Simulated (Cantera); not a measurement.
A closed system holds: 1 mol CuO, 1.1 mol F₂, 0.1 mol O₂, at 0.465 Torr.

Equilibrium computed with Cantera from the NASA thermochemical tables; the gas is ideal and each condensed phase is pure. Candidate condensed phases: Cu, CuF₂, CuO, Cu₂O; 13 gas species. Equilibrium is a limit: real reactors are often held back by kinetics, nucleation or transport. All values below are at 1027 °C.

Base state: CuF₂ 0.554, O₂ 0.333, F 0.112, CuF 0.000689 (mole fractions); condensed: gas only.

Question: What changes in the equilibrium state with this change: F₂ from 1.1 to 4 mol?

Answer: 
| species | before | after |
|---|---|---|
| F | 0.112 | 0.789 |
| CuF₂ | 0.554 | 0.132 |
| O₂ | 0.333 | 0.0790 |
| F₂ | 8.13e-6 | 0.000406 |
| CuF | 0.000689 | 2.32e-5 |
